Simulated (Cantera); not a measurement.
# NO annealing gas

An isothermal, constant-pressure homogeneous reactor starts with 67.6 % NO, 32.4 % N2, at 1875 K and 11.3 Torr.

Detailed kinetics in Cantera: GRI-Mech 3.0 (53 species, 325 reactions). Radical loss at walls, strong at low pressure, is not modelled.

```json
[
 {"t (s)": "1.00e-6", "x NO": "0.676", "x NO2": "<1e-12", "x O2": "<1e-12", "x N2": "0.324", "x N2O": "3.02e-9", "x O": "3.02e-9"},
 {"t (s)": "4.78e-6", "x NO": "0.676", "x NO2": "<1e-12", "x O2": "<1e-12", "x N2": "0.324", "x N2O": "1.45e-8", "x O": "1.45e-8"},
 {"t (s)": "2.29e-5", "x NO": "0.676", "x NO2": "1.29e-11", "x O2": "6.45e-12", "x N2": "0.324", "x N2O": "6.91e-8", "x O": "6.91e-8"},
 {"t (s)": "0.000109", "x NO": "0.676", "x NO2": "2.92e-10", "x O2": "1.47e-10", "x N2": "0.324", "x N2O": "3.30e-7", "x O": "3.31e-7"},
 {"t (s)": "0.000524", "x NO": "0.676", "x NO2": "6.63e-9", "x O2": "3.37e-9", "x N2": "0.324", "x N2O": "1.58e-6", "x O": "1.58e-6"},
 {"t (s)": "0.00250", "x NO": "0.676", "x NO2": "1.43e-7", "x O2": "7.71e-8", "x N2": "0.324", "x N2O": "7.42e-6", "x O": "7.57e-6"},
 {"t (s)": "0.0120", "x NO": "0.676", "x NO2": "2.50e-6", "x O2": "1.91e-6", "x N2": "0.324", "x N2O": "3.30e-5", "x O": "3.65e-5"},
 {"t (s)": "0.0573", "x NO": "0.675", "x NO2": "1.68e-5", "x O2": "6.50e-5", "x N2": "0.324", "x N2O": "0.000111", "x O": "0.000163"},
 {"t (s)": "0.274", "x NO": "0.673", "x NO2": "2.46e-5", "x O2": "0.00102", "x N2": "0.325", "x N2O": "0.000159", "x O": "0.000275"},
 {"t (s)": "1.31", "x NO": "0.663", "x NO2": "3.30e-5", "x O2": "0.00624", "x N2": "0.331", "x N2O": "0.000150", "x O": "0.000315"},
 {"t (s)": "6.27", "x NO": "0.610", "x NO2": "5.94e-5", "x O2": "0.0327", "x N2": "0.357", "x N2O": "0.000116", "x O": "0.000456"},
 {"t (s)": "30.0", "x NO": "0.373", "x NO2": "8.10e-5", "x O2": "0.151", "x N2": "0.476", "x N2O": "3.57e-5", "x O": "0.000807"}
]
```
x: mole fraction; the columns are a selection and need not sum to one.

Equilibrium at this temperature and pressure: NO 0.00615, NO2 2.05e-6, O2 0.334, N2 0.659, N2O 3.92e-8, O 0.00114 (gas phase only).
